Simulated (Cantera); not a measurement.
Input: 1 mol H2S, 0.013 mol SO2, equilibrated at 1 atm.

Method: chemical equilibrium by Gibbs-energy minimisation in Cantera with the NASA 1993 tables (ideal gas, pure condensed phases). Candidate condensed phases: H2O, H2SO4, S; 19 gas species. Gases not in the tables: S3 to S7. The numbers say what is thermodynamically allowed, not how fast it happens. All values below are at 827 °C.

Base state: H2S 0.850, H2 0.0715, S2 0.0541, H2O 0.0246, SH 0.000115 (mole fractions); condensed: gas only.

Problem. What changes in the equilibrium state with this change: SO2 from 0.013 to 0.02 mol?

Solution. 
```
species    before     after
-------  --------  --------
H2S         0.850     0.835
H2         0.0715    0.0661
S2         0.0541    0.0612
H2O        0.0246    0.0375
S2O       6.52e-6   1.22e-5
SH       0.000115  0.000118
```
